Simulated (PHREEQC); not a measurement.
A PHREEQC speciation (ion-association model, wateq4f.dat) at 25 °C gives pH 1.70 and these molalities:

| species | mol/kgw |
|---|---|
| H+ | 0.0228 |
| HSO4- | 0.00916 |
| SO4-2 | 0.00779 |
| AlSO4+ | 0.000910 |
| FeSO4+ | 0.000382 |
| Al+3 | 0.000212 |
| Al(SO4)2- | 0.000115 |
| FeHSO4+2 | 3.39e-5 |
| Fe(SO4)2- | 3.37e-5 |
| Fe+3 | 2.58e-5 |
| FeOH+2 | 4.63e-6 |
| AlHSO4+2 | 2.66e-6 |
| AlOH+2 | 5.79e-8 |
| Fe(OH)2+ | 4.70e-8 |

What are the element totals, and what could have been dissolved in 1 kg of water to give them?

This is not unique; one that fits is totals Al 0.00124, Fe(3) 0.000480, S(6) 0.0186 mol/kgw, from 0.016 mol H2SO4, 0.00062 mol Al2(SO4)3 and 0.00024 mol Fe2(SO4)3 per kg of water.

No solid was allowed to form. Examples of supersaturated solids here: Hematite (slow to form), Goethite (slow to form). Others may be too.
